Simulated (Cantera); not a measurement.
Input (Python, Cantera):

```python
import numpy as np
import cantera as ct

surf = ct.Interface("ptcombust.yaml", "Pt_surf")
gas = surf.adjacent["gas"]
gas.TPX = 300, 5100, {'H2': 0.014, 'O2': 0.059, 'N2': 0.79}
jet = ct.ImpingingJet(gas=gas, width=0.089, surface=surf)
jet.inlet.mdot, jet.inlet.T, jet.inlet.X = 0.07, 300, {'H2': 0.014, 'O2': 0.059, 'N2': 0.79}
jet.set_refine_criteria(ratio=10, slope=0.2, curve=0.3)
show, cover = ['H2', 'O2', 'H2O', 'OH'], ["PT(S)", "H(S)", "O(S)", "OH(S)", "CO(S)", "C(S)"]

rows = []
print(f"{'Ts/K':>7s}" + "".join(f"{s:>11s}" for s in show + cover) + "   (gas at the wall, coverages)")
for i, Ts in enumerate([700, 750, 800, 850, 900]):
    jet.surface.T = Ts
    if i == 0:
        surf.TP = Ts, 5100
        surf.coverages = "PT(S):0.5, O(S):0.5"
        surf.advance_coverages(1.0)
        jet.set_initial_guess(products="inlet")
    jet.solve(loglevel=0, auto=(i == 0))
    rows.append([*(jet.X[gas.species_index(s), -1] for s in show), *surf[cover].coverages])
    print(f"{Ts:7g}" + "".join(f"{x:11.3e}" for x in rows[-1]))
```

It prints:

```
   Ts/K         H2         O2        H2O         OH      PT(S)       H(S)       O(S)      OH(S)      CO(S)       C(S)   (gas at the wall, coverages)
    700  1.804e-03  5.286e-02  2.786e-02  1.338e-10  7.406e-02  2.928e-09  9.240e-01  1.951e-03 -1.136e-22  6.716e-28
    750  1.442e-03  5.250e-02  2.842e-02  7.963e-10  9.871e-02  7.006e-09  8.997e-01  1.625e-03  2.051e-19  4.276e-27
    800  1.055e-03  5.211e-02  2.903e-02  3.523e-09  1.437e-01  1.881e-08  8.549e-01  1.452e-03  3.093e-18  9.188e-27
    850  7.794e-04  5.184e-02  2.942e-02  1.310e-08  2.028e-01  4.688e-08  7.959e-01  1.301e-03  4.533e-18  3.819e-25
    900  6.121e-04  5.169e-02  2.962e-02  4.037e-08  2.706e-01  1.043e-07  7.283e-01  1.150e-03  1.010e-16  1.338e-25
```

Detailed kinetics in Cantera: Deutschmann's 1995 Pt surface mechanism with GRI-Mech 3.0 gas chemistry. Catalytic surfaces can have several steady states; this one follows from the mechanism file's or the stated starting coverage.
